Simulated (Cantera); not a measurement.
Input: 1 mol SiH4, 0.32 mol H2O, 1.7 mol N2, at 2000 K and 158 Torr.

Equilibrium computed with Cantera from the NASA thermochemical tables; the gas is ideal and each condensed phase is pure. Candidate condensed phases: H2O, Si, SiO2, Si2N2O, Si3N4; 35 gas species. Mutual solubility and eutectic melting of coexisting phases are not modelled. The tables' values for SiN are old estimates; treat these amounts as uncertain. Gases not in the tables: Si2H6 and higher silanes. Kinetics and transport are ignored.

Base state: H2 0.557, N2 0.386, SiO 0.0536, H 0.00265, Si 0.000207, SiH2 5.92e-5, SiH 4.81e-5, Si2N 2.02e-5 (mole fractions); condensed: Si(l) + Si2N2O(s).

### Question
What changes in the equilibrium state with this change: temperature from 2000 K to 575 K?

### Answer
```
species           before    after
--------------  --------  -------
H2                 0.557    0.667
N2                 0.386    0.329
NH3              1.09e-6  0.00427
SiO               0.0536    <1e-9
H                0.00265    <1e-9
Si              0.000207    <1e-9
SiH2             5.92e-5    <1e-9
Si(l), mol         0.581        0
Si2N2O(s), mol    0.0977    0.320
Si3N4(s), mol          0    0.120
```
N2 is the only nitrogen source here; it is nearly inert below about 1500 K, so the nitride shown seldom forms there in practice.
